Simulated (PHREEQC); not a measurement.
0.58 g of hydrous ferric oxide (600 m²/g; 0.2 weak and 0.005 strong sites per Fe, Dzombak-Morel constants, diffuse double layer) in 1 kg of water with 0.1 mol/kgw of an inert sodium salt and 0.22 mmol/kgw Na2SO4, at 25 °C; the pH is set by adding NaOH or the inert anion's acid. O2 is buffered at 0.21 atm. CO2 from the air is kept out. Precipitation was switched off in this run.

The series has 17 steps of pH, from 4 to 10.

The numbers come from PHREEQC with the ion-association model, wateq4f.dat.

**Question.** Near which pH is half of the S sorbed, and on which side is more sorbed?

**Answer.** Near pH 6.0, with more sorbed at lower pH.
